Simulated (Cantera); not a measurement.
Cantera run, input and output.

```python
import numpy as np
import cantera as ct

gas = ct.Solution("h2o2.yaml")
gas.TPX = 623, 55000, {'H2': 1, 'O2': 0.641, 'N2': 2.41}
flame = ct.FreeFlame(gas, width=0.061)
flame.set_refine_criteria(ratio=3, slope=0.08, curve=0.16)
flame.transport_model = "mixture-averaged"
flame.solve(loglevel=0, auto=True)
z, T = flame.grid, flame.T
thick = (T[-1] - T[0]) / np.gradient(T, z).max()
show = ['H2', 'O2', 'HO2', 'O', 'OH', 'H2O2']
print(f"laminar burning velocity  {flame.velocity[0] * 100:.3f} cm/s")
print(f"burnt temperature         {T[-1]:.1f} K")
print(f"thermal thickness         {thick * 1e3:.4f} mm")
print(f"grid points               {len(z)}")
z0 = z[flame.heat_release_rate.argmax()]
print(f"{'z/mm':>9s}{'T/K':>9s}{'u/(m/s)':>9s}" + "".join(f"{s:>11s}" for s in show))
rows = []
for k in (-3, -2, -1.5, -1, -0.5, -0.25, 0, 0.25, 0.5, 1, 2, 4, 8):
    zz = z0 + k * thick
    rows.append([k * thick, np.interp(zz, z, T), np.interp(zz, z, flame.velocity),
                 *(np.interp(zz, z, flame.X[gas.species_index(s)]) for s in show)])
    print(f"{rows[-1][0] * 1e3:9.3f}{rows[-1][1]:9.1f}{rows[-1][2]:9.3f}" + "".join(f"{x:11.3e}" for x in rows[-1][3:]))
```

Result:

```
laminar burning velocity  642.971 cm/s
burnt temperature         2340.5 K
thermal thickness         1.0177 mm
grid points               135
     z/mm      T/K  u/(m/s)         H2         O2        HO2          O         OH       H2O2
   -3.053    623.0    6.430  2.469e-01  1.582e-01  9.335e-13  3.758e-16  1.718e-17 -5.281e-15
   -2.035    623.0    6.430  2.469e-01  1.582e-01  6.024e-11  6.513e-14  3.216e-15  5.106e-15
   -1.527    623.0    6.430  2.469e-01  1.582e-01  3.014e-09  6.844e-12  4.029e-13  6.473e-13
   -1.018    623.0    6.430  2.468e-01  1.582e-01  5.164e-07  2.234e-09  2.840e-10  3.329e-10
   -0.509    633.2    6.515  2.439e-01  1.584e-01  1.488e-04  7.906e-06  4.002e-05  1.942e-06
   -0.254    789.2    7.973  2.162e-01  1.547e-01  1.222e-04  3.247e-04  5.987e-04  6.473e-06
    0.000   1185.6   11.598  1.154e-01  1.164e-01  5.753e-05  6.475e-03  3.720e-03  3.719e-06
    0.254   1481.1   14.306  4.092e-02  6.561e-02  2.815e-05  1.508e-02  9.956e-03  2.636e-06
    0.509   1623.8   15.571  2.981e-02  5.432e-02  1.985e-05  1.613e-02  1.304e-02  1.534e-06
    1.018   1776.6   16.871  2.740e-02  5.009e-02  1.459e-05  1.428e-02  1.564e-02  7.929e-07
    2.035   1931.8   18.145  2.402e-02  4.670e-02  1.029e-05  1.133e-02  1.731e-02  4.270e-07
    4.071   2077.2   19.300  1.897e-02  4.369e-02  6.848e-06  8.054e-03  1.749e-02  2.604e-07
    8.142   2200.0   20.248  1.315e-02  4.134e-02  4.599e-06  5.084e-03  1.595e-02  1.862e-07
```

Detailed kinetics in Cantera: the H2/O2 subset of GRI-Mech 3.0, which has no nitrogen chemistry. Burning velocities carry a grid error of a few per cent, more on coarse grids.
